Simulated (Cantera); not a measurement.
A Cantera script and its output.

```python
import numpy as np
import cantera as ct

gas = ct.Solution("gri30.yaml")
gas.TPX = 498, 101325, {'CH4': 1, 'H2': 0.53, 'O2': 1.74, 'N2': 6.55, 'H2O': 1.1}
flame = ct.FreeFlame(gas, width=0.04)
flame.set_refine_criteria(ratio=3, slope=0.08, curve=0.16)
flame.transport_model = "mixture-averaged"
flame.solve(loglevel=0, auto=True)
z, T = flame.grid, flame.T
thick = (T[-1] - T[0]) / np.gradient(T, z).max()
show = ['CH4', 'H2', 'O2', 'H2O', 'C2H', 'HCO']
print(f"laminar burning velocity  {flame.velocity[0] * 100:.3f} cm/s")
print(f"burnt temperature         {T[-1]:.1f} K")
print(f"thermal thickness         {thick * 1e3:.4f} mm")
print(f"grid points               {len(z)}")
z0 = z[flame.heat_release_rate.argmax()]
print(f"{'z/mm':>9s}{'T/K':>9s}{'u/(m/s)':>9s}" + "".join(f"{s:>11s}" for s in show))
rows = []
for k in (-3, -2, -1.5, -1, -0.5, -0.25, 0, 0.25, 0.5, 1, 2, 4, 8):
    zz = z0 + k * thick
    rows.append([k * thick, np.interp(zz, z, T), np.interp(zz, z, flame.velocity),
                 *(np.interp(zz, z, flame.X[gas.species_index(s)]) for s in show)])
    print(f"{rows[-1][0] * 1e3:9.3f}{rows[-1][1]:9.1f}{rows[-1][2]:9.3f}" + "".join(f"{x:11.3e}" for x in rows[-1][3:]))
```

It prints:

```
laminar burning velocity  58.275 cm/s
burnt temperature         2056.3 K
thermal thickness         0.5133 mm
grid points               145
     z/mm      T/K  u/(m/s)        CH4         H2         O2        H2O        C2H        HCO
   -1.540    498.5    0.584  9.152e-02  4.885e-02  1.593e-01  1.008e-01  4.275e-26  1.624e-18
   -1.027    503.4    0.590  9.121e-02  4.946e-02  1.590e-01  1.013e-01  8.094e-23  2.309e-15
   -0.770    520.1    0.610  9.027e-02  5.021e-02  1.581e-01  1.032e-01  1.342e-20  2.391e-13
   -0.513    620.7    0.731  8.471e-02  5.167e-02  1.518e-01  1.146e-01  1.606e-16  2.516e-10
   -0.257   1058.0    1.261  5.824e-02  5.409e-02  1.158e-01  1.629e-01  3.774e-11  5.296e-07
   -0.128   1432.5    1.724  3.233e-02  5.536e-02  7.683e-02  2.050e-01  7.915e-09  7.632e-06
    0.000   1760.7    2.135  8.893e-03  5.457e-02  3.462e-02  2.446e-01  2.865e-07  2.075e-05
    0.128   1908.0    2.315  1.090e-03  5.127e-02  1.111e-02  2.635e-01  5.067e-07  1.028e-05
    0.257   1948.9    2.358  9.763e-05  4.966e-02  3.561e-03  2.679e-01  1.452e-07  1.656e-06
    0.513   1973.8    2.380  1.299e-06  5.016e-02  9.670e-04  2.679e-01  5.948e-09  1.179e-07
    1.027   1997.4    2.403  3.692e-09  5.096e-02  4.951e-04  2.683e-01  3.706e-11  6.985e-08
    2.053   2020.7    2.428  7.102e-12  5.114e-02  2.485e-04  2.700e-01  5.819e-14  4.813e-08
    4.107   2039.1    2.448  2.178e-13  5.121e-02  9.729e-05  2.716e-01  7.813e-17  2.963e-08
```

Model: GRI-Mech 3.0 (53 species, 325 reactions), integrated in Cantera. Burning velocities carry a grid error of a few per cent, more on coarse grids.
